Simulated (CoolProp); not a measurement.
Vapour pressure (bar) of nitrous oxide: the reference equation beside estimates from Tc = 309.5 K, pc = 72.45 bar, ω = 0.161.

The numbers come from the reference Helmholtz-energy equation of state, Lemmon 2006 in CoolProp. It is a short technical equation, of lower accuracy than the large ones.

| T (K) | reference | Lee-Kesler | Redlich-Kwong |
|---|---|---|---|
| 211.9 | (withheld) | 4.077 | 5.236 |
| 217.9 | 5.248 | (withheld) | 6.645 |
| 223.8 | (withheld) | 6.657 | 8.279 |
| 229.8 | (withheld) | 8.344 | (withheld) |
| 235.7 | 10.26 | 10.29 | 12.41 |
| 241.7 | 12.56 | 12.59 | (withheld) |
| 247.7 | (withheld) | 15.25 | 17.86 |
| 253.6 | 18.21 | 18.23 | 21.06 |
| 259.6 | 21.67 | 21.68 | 24.70 |

Problem. Fill in the missing entries.

Solution. 
- 211.9, reference: 4.071
- 217.9, Lee-Kesler: 5.260
- 223.8, reference: 6.640
- 229.8, reference: 8.322
- 229.8, Redlich-Kwong: 10.21
- 241.7, Redlich-Kwong: 14.96
- 247.7, reference: 15.22

Absolute difference from the reference over all 9 rows, mean and median: Lee-Kesler 0.2 and 0.2 %, Redlich-Kwong 21.1 and 21.0 %.
